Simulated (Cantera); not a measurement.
# Thermodynamics of iron carbonyl, mercury and lead vapours, feed Pb + CO + N2 + O2

A closed system holds: 1 mol Pb, 0.18 mol CO, 15 mol N2, 0.083 mol O2, equilibrated at 1500 Pa.

Equilibrium computed with Cantera from the NASA thermochemical tables; the gas is ideal and each condensed phase is pure. Candidate condensed phases: C, Pb, PbO, PbO2, Pb3O4; 27 gas species. Equilibrium is a limit: real reactors are often held back by kinetics, nucleation or transport.

| T (K) | log p N2 | log p Pb | log p CO2 | log p CO | n Pb(l) |
|---|---|---|---|---|---|
| 975 | -1.83 | -5.04 | -3.79 | -4.86 | 0.991 |
| 1000 | -1.83 | -4.79 | -3.79 | -4.86 | 0.984 |
| 1025 | -1.83 | -4.56 | -3.79 | -4.86 | 0.972 |
| 1050 | -1.83 | -4.33 | -3.79 | -4.86 | 0.953 |
| 1075 | -1.83 | -4.12 | -3.79 | -4.86 | 0.923 |
| 1100 | -1.83 | -3.92 | -3.79 | -4.86 | 0.876 |
| 1125 | -1.83 | -3.72 | -3.79 | -4.86 | 0.806 |
| 1150 | -1.84 | -3.54 | -3.79 | -4.87 | 0.701 |
| 1175 | -1.84 | -3.36 | -3.80 | -4.87 | 0.546 |
| 1200 | -1.85 | -3.19 | -3.81 | -4.87 | 0.320 |
| 1225 | -1.86 | -3.03 | -3.81 | -4.87 | 0 |
| 1250 | -1.86 | -3.03 | -3.82 | -4.86 | 0 |
| 1275 | -1.86 | -3.03 | -3.82 | -4.85 | 0 |
log p: log10 of the partial pressure in bar; n: condensed amount in mol.

From 975 K to 1200 K the condensed part is Pb(l). From 1225 K to 1275 K nothing is condensed. The main Pb-bearing gas is Pb throughout.
